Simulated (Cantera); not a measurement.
A perfectly stirred reactor is fed with CH₄ : O₂ : N₂ : CO₂ = 1 : 1.25 : 4.7 : 0.22 (molar parts), equivalence ratio 1.6, at 0.690 bar; it is adiabatic with a 748 K inlet, and is followed from long to short residence time, starting on the burning branch (τ in s: 0.13, 0.063, 0.03, 0.015, 0.0072, 0.0035, 0.0017, 0.00083, 0.0004, 0.0002, 9.6e-05).

Model: GRI-Mech 3.0 (53 species, 325 reactions), integrated in Cantera.

Q: What does this change do: inlet temperature 748 to 398 K?

A: 
```json
[
 {"quantity": "blow-out, bracketed by the residence times tried", "before": "burning at 0.400 ms, out at 0.200 ms", "after": "burning at 3.50 ms, out at 1.70 ms"},
 {"quantity": "x(CH₄) at τ = 0.130 s", "before": "0.000120", "after": "0.00290"},
 {"quantity": "x(O₂) at τ = 0.130 s", "before": "7.24e-5", "after": "0.000469"},
 {"quantity": "x(CO₂) at τ = 0.130 s", "before": "0.0462", "after": "0.0534"},
 {"quantity": "x(NO) at τ = 0.130 s", "before": "0.000179", "after": "1.96e-5"},
 {"quantity": "x(N₂O) at τ = 0.130 s", "before": "1.29e-8", "after": "3.84e-9"},
 {"quantity": "x(CH₄) at τ = 3.50 ms", "before": "0.00110", "after": "0.00724"},
 {"quantity": "x(O₂) at τ = 3.50 ms", "before": "0.00144", "after": "0.00714"},
 {"quantity": "x(CO₂) at τ = 3.50 ms", "before": "0.0464", "after": "0.0523"},
 {"quantity": "x(NO) at τ = 3.50 ms", "before": "0.000159", "after": "6.51e-6"},
 {"quantity": "x(N₂O) at τ = 3.50 ms", "before": "7.98e-8", "after": "5.08e-9"}
]
```

Q: What does this change do: 0.11 parts H2 added?

A: 
```
quantity                                                                        before                                 after
------------------------------------------------  ------------------------------------  ------------------------------------
blow-out, bracketed by the residence times tried  burning at 0.400 ms, out at 0.200 ms  burning at 0.400 ms, out at 0.200 ms
x(CH₄) at τ = 0.130 s                                                         0.000120                              0.000186
x(O₂) at τ = 0.130 s                                                           7.24e-5                               7.63e-5
x(CO₂) at τ = 0.130 s                                                           0.0462                                0.0426
x(NO) at τ = 0.130 s                                                          0.000179                              0.000158
x(N₂O) at τ = 0.130 s                                                          1.29e-8                               1.33e-8
x(CH₄) at τ = 3.50 ms                                                          0.00110                               0.00150
x(O₂) at τ = 3.50 ms                                                           0.00144                               0.00156
x(CO₂) at τ = 3.50 ms                                                           0.0464                                0.0431
x(NO) at τ = 3.50 ms                                                          0.000159                              0.000125
x(N₂O) at τ = 3.50 ms                                                          7.98e-8                               6.08e-8
```
